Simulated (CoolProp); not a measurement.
Vapour-liquid equilibrium of dimethyl ether (1) + R227EA (2) at 0.00372 MPa; x and y are mole fractions of (1).

Computed with CoolProp (multi-fluid Helmholtz-energy mixture model, Wu 2011 and Lemmon 2016; pair parameters Bell 2016).

Question: Give the bubble temperature and the first vapour's composition at x = 0.35, 0.425, 0.8. Is there an azeotrope?

Answer: x = 0.35: 203.4 K, y = 0.411; x = 0.425: 202.5 K, y = 0.573; x = 0.8: 194.8 K, y = 0.960. y crosses x between x = 0.275 and 0.35: the model has an azeotrope there.

The pair parameters rest on a limited set of measurements; away from them the model extrapolates.
